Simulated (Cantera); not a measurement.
Cantera run, input and output.

```python
import numpy as np
import cantera as ct

gas = ct.Solution("h2o2.yaml")
gas.TPX = 625, 37000, {'H2': 1, 'O2': 0.3, 'N2': 1.77}
flame = ct.FreeFlame(gas, width=0.08)
flame.set_refine_criteria(ratio=3, slope=0.08, curve=0.16)
flame.transport_model = "mixture-averaged"
flame.solve(loglevel=0, auto=True)
z, T = flame.grid, flame.T
thick = (T[-1] - T[0]) / np.gradient(T, z).max()
show = ['H2', 'O2', 'O', 'H', 'HO2', 'H2O2']
print(f"laminar burning velocity  {flame.velocity[0] * 100:.3f} cm/s")
print(f"burnt temperature         {T[-1]:.1f} K")
print(f"thermal thickness         {thick * 1e3:.4f} mm")
print(f"grid points               {len(z)}")
z0 = z[flame.heat_release_rate.argmax()]
print(f"{'z/mm':>9s}{'T/K':>9s}{'u/(m/s)':>9s}" + "".join(f"{s:>11s}" for s in show))
rows = []
for k in (-3, -2, -1.5, -1, -0.5, -0.25, 0, 0.25, 0.5, 1, 2, 4, 8):
    zz = z0 + k * thick
    rows.append([k * thick, np.interp(zz, z, T), np.interp(zz, z, flame.velocity),
                 *(np.interp(zz, z, flame.X[gas.species_index(s)]) for s in show)])
    print(f"{rows[-1][0] * 1e3:9.3f}{rows[-1][1]:9.1f}{rows[-1][2]:9.3f}" + "".join(f"{x:11.3e}" for x in rows[-1][3:]))
```

Output:

```
laminar burning velocity  627.308 cm/s
burnt temperature         2090.3 K
thermal thickness         1.8353 mm
grid points               137
     z/mm      T/K  u/(m/s)         H2         O2          O          H        HO2       H2O2
   -5.506    625.0    6.273  3.257e-01  9.772e-02  3.041e-16  1.456e-14  9.979e-13  1.082e-15
   -3.671    625.0    6.273  3.257e-01  9.772e-02  2.866e-13  1.762e-11  2.499e-10  1.495e-14
   -2.753    625.0    6.273  3.257e-01  9.772e-02  2.408e-11  1.676e-09  1.391e-08  1.160e-12
   -1.835    625.0    6.273  3.257e-01  9.772e-02  7.426e-09  6.464e-07  1.727e-06  1.114e-09
   -0.918    643.6    6.443  3.225e-01  9.735e-02  1.581e-05  5.773e-04  8.145e-05  1.242e-06
   -0.459    796.6    7.868  2.961e-01  9.190e-02  3.064e-04  9.593e-03  5.076e-05  1.340e-06
    0.000   1136.5   10.965  1.956e-01  5.516e-02  3.594e-03  5.266e-02  2.101e-05  6.732e-07
    0.459   1369.9   13.080  1.163e-01  1.146e-02  4.043e-03  8.258e-02  4.213e-06  5.425e-07
    0.918   1468.0   13.935  1.057e-01  3.318e-03  2.900e-03  8.099e-02  1.144e-06  4.255e-07
    1.835   1571.5   14.814  1.103e-01  1.958e-03  2.369e-03  6.943e-02  6.145e-07  3.190e-07
    3.671   1682.7   15.735  1.171e-01  1.387e-03  1.790e-03  5.544e-02  4.022e-07  1.980e-07
    7.341   1791.7   16.616  1.236e-01  8.577e-04  1.163e-03  4.157e-02  2.414e-07  1.071e-07
   14.682   1887.6   17.374  1.292e-01  4.537e-04  6.401e-04  2.918e-02  1.327e-07  5.391e-08
```

Computed with Cantera and the H2/O2 subset of GRI-Mech 3.0, which has no nitrogen chemistry. Burning velocities carry a grid error of a few per cent, more on coarse grids.
